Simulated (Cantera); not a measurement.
What does this Cantera script print?

```python
import numpy as np
import cantera as ct

gas_names = """
    B BH BH2 BH3 BN B2 H H2 N NH NH2 NH3 N2 N2H2 N2H4
""".split()
cond_names = """
    B(b) B(L) BN(s)
""".split()


# ... load() reads the species with a 1 bar reference pressure and builds the phases ...
atoms = {
    'B2H6': {'B': 2, 'H': 6},
    'N2': {'N': 2},
    'H2': {'H': 2},
}
top_T = {'BN(s)': 3200}  # K; cautious upper limits of use, not melting points


# ... equilibrate(T, P, feed) seeds the gas with the atoms and calls Mixture.equilibrate('TP', solver="vcs", rtol=1e-11, max_steps=5000) ...
results = []
feed = {'B2H6': 1, 'N2': 0.5, 'H2': 12}  # mol
T = 2075  # K
P = 4900  # Pa
mix = equilibrate(T, P, feed)
results.append((T, P, feed, dict(zip(mix.species_names, mix.species_moles))))
x = sorted(zip(gas.X, gas.species_names), reverse=True)
print(f"T = {T:g} K  P = {P:g} Pa  gas = {mix.phase_moles(0):.4g} mol")
print("   x: " + "  ".join(f"{s} {v:.3e}" for v, s in x if v > 1e-05))
print("   condensed (mol): " + ("  ".join(f"{mix.phase(i).name} {mix.phase_moles(i):.4g}"
      for i in range(1, mix.n_phases) if mix.phase_moles(i) > 1e-12) or "none"))
```

It prints:

```
T = 2075 K  P = 4900 Pa  gas = 15.2 mol
   x: H2 9.803e-01  H 1.191e-02  N2 7.064e-03  BH2 6.946e-04
   condensed (mol): B(b) 1.204  BN(s) 0.7853
```

Method: chemical equilibrium by Gibbs-energy minimisation in Cantera with the NASA 1993 tables (ideal gas, pure condensed phases). The feed counts by its element totals alone. Mutual solubility and eutectic melting of coexisting phases are not modelled. The tables' values for BH2 are old estimates; treat these amounts as uncertain.
